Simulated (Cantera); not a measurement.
What does this Cantera script print?

```python
import numpy as np
import cantera as ct

gas_names = """
    Cr CrN CrO CrO2 CrO3 H HNO HNO2 HNO3 HO2 H2 H2O H2O2 N NH NH2 NH3 NH2OH NO NO2 NO3 N2 N2H2 N2H4 N2O
    O OH O2 O3
""".split()
cond_names = """
    Cr(cr) Cr(L) CrN(s) Cr2N(s) Cr2O3(s) Cr2O3(L) H2O(s) H2O(L)
""".split()


# ... load() reads the species with a 1 bar reference pressure and builds the phases ...
atoms = {
    'Cr': {'Cr': 1},
    'NH3': {'N': 1, 'H': 3},
    'N2': {'N': 2},
    'O2': {'O': 2},
}
top_T = {'CrN(s)': 1900, 'Cr2N(s)': 1900}  # K; cautious upper limits of use, not melting points


# ... equilibrate(T, P, feed) seeds the gas with the atoms and calls Mixture.equilibrate('TP', solver="vcs", rtol=1e-11, max_steps=5000) ...
results = []
feed = {'Cr': 1, 'NH3': 7.6, 'N2': 6.1, 'O2': 4.6}  # mol
T = 1450  # K
P = 0.13  # Pa
mix = equilibrate(T, P, feed)
results.append((T, P, feed, dict(zip(mix.species_names, mix.species_moles))))
print(gas.report(threshold=1e-05))
for i in range(1, mix.n_phases):
    print(f"{mix.phase(i).name:16s} {mix.phase_moles(i):12.5e} mol")
```

It prints:

```
       temperature   1450 K
          pressure   0.13 Pa
           density   2.1401e-07 kg/m^3
  mean mol. weight   19.847 kg/kmol
   phase of matter   gas

                          1 kg             1 kmol
                     ---------------   ---------------
          enthalpy       -2.3611e+06       -4.6861e+07  J
   internal energy       -2.9685e+06       -5.8917e+07  J
           entropy             17836        3.5399e+05  J/K
    Gibbs function       -2.8223e+07       -5.6015e+08  J
 heat capacity c_p            1941.7             38538  J/K
 heat capacity c_v            1522.8             30223  J/K

                      mass frac. Y      mole frac. X     chem. pot. / RT
                     ---------------   ---------------   ---------------
                 H         0.0001746         0.0034378            -16.91
                H2          0.017448           0.17177           -33.819
               H2O           0.32737           0.36066           -60.784
                N2           0.65484           0.46394           -40.229
                OH        0.00014829        0.00017306           -43.874
     [  +24 minor]        2.0705e-05        1.1681e-05

Cr(cr)            0.00000e+00 mol
CrN(s)            0.00000e+00 mol
Cr2N(s)           0.00000e+00 mol
Cr2O3(s)          4.99970e-01 mol
```

These are equilibrium values from Cantera (NASA tables, ideal gas, pure condensed phases), not measurements of a reactor.
